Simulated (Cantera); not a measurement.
## Adiabatic ignition

An adiabatic, constant-volume homogeneous reactor starts with CH3OH : O2 : N2 : H2O = 1 : 1.72 : 6.48 : 0.39 (molar parts), at 1375 K and 9000 Torr.

Model: GRI-Mech 3.0 (53 species, 325 reactions), integrated in Cantera. GRI-Mech 3.0 was tuned for natural gas; its chemistry of methanol as a main component is partial and can be far from experiment. The pressure lies above the range GRI-Mech 3.0 was tuned for (to about 10 atm).

```
t (s)     T (K)  P (bar)  x CH3OH    x O2     x N2O   x C2H6      x H2  x C2H2    x CH4
--------  -----  -------  -------  ------  --------  -------  --------  ------  -------
3.00e-6    1375     12.0    0.104   0.179  1.29e-11  1.39e-9   4.98e-6  <1e-12  1.35e-6
1.01e-5    1375     12.0    0.104   0.179  1.59e-10  8.58e-9   2.07e-5  <1e-12  6.49e-6
3.37e-5    1376     12.0    0.104   0.179   1.86e-9  2.45e-8  0.000153  <1e-12  2.06e-5
0.000113   2961     27.9   <1e-12  0.0301   3.37e-6   <1e-12   0.00912  <1e-12   <1e-12
0.000378   2942     27.7   <1e-12  0.0256   3.62e-6   <1e-12   0.00930  <1e-12   <1e-12
0.00127    2942     27.7   <1e-12  0.0255   3.63e-6   <1e-12   0.00930  <1e-12   <1e-12
0.00424    2942     27.7   <1e-12  0.0255   3.63e-6   <1e-12   0.00930  <1e-12   <1e-12
0.0142     2942     27.7   <1e-12  0.0255   3.63e-6   <1e-12   0.00930  <1e-12   <1e-12
0.0476     2942     27.7   <1e-12  0.0255   3.63e-6   <1e-12   0.00930  <1e-12   <1e-12
0.160      2942     27.7   <1e-12  0.0255   3.63e-6   <1e-12   0.00930  <1e-12   <1e-12
0.535      2942     27.7   <1e-12  0.0255   3.63e-6   <1e-12   0.00930  <1e-12   <1e-12
1.79       2942     27.7   <1e-12  0.0255   3.63e-6   <1e-12   0.00930  <1e-12   <1e-12
6.00       2942     27.7   <1e-12  0.0255   3.63e-6   <1e-12   0.00930  <1e-12   <1e-12
```
x: mole fraction; the columns are a selection and need not sum to one.

| Item | Result |
|---|---|
| time of steepest temperature rise | 94.0 µs |
| temperature at 6.00 s | 2942 K |
| equilibrium temperature | 2942 K |
| x(CH3OH) at 6.00 s | <1e-12 (gas-phase equilibrium <1e-12) |
| x(O2) at 6.00 s | 0.0255 (gas-phase equilibrium 0.0255) |
| x(N2O) at 6.00 s | 3.63e-6 (gas-phase equilibrium 3.63e-6) |
